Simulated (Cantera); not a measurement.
A closed system holds: 1 mol Al(CH3)3, 14 mol N2, 1.7 mol H2, at 10.0 mbar.

These are equilibrium values from Cantera (NASA tables, ideal gas, pure condensed phases), not measurements of a reactor. Candidate condensed phases: Al, AlN, C, C6H6, C7H8, C8H18; 97 gas species. The feed counts by its element totals alone. The numbers say what is thermodynamically allowed, not how fast it happens. All values below are at 402 °C.

Base state: N2 0.694, H2 0.294, CH4 0.0126, NH3 1.73e-5 (mole fractions); condensed: AlN(s) + C(graphite).

Q: What changes in the equilibrium state with this change: Al(CH3)3 replaced by AlCl3?

A: 
```tsv
species	before	after
N2	0.694	0.831
H2	0.294	0.0750
HCl	0	0.0539
AlCl3	0	0.0391
CH4	0.0126	0
Al2Cl6	0	0.00143
NH3	1.73e-5	2.45e-6
AlN(s), mol	1.00	0.300
C(graphite), mol	2.76	0
```
Further candidate phases: AlCl3, NH4Cl.
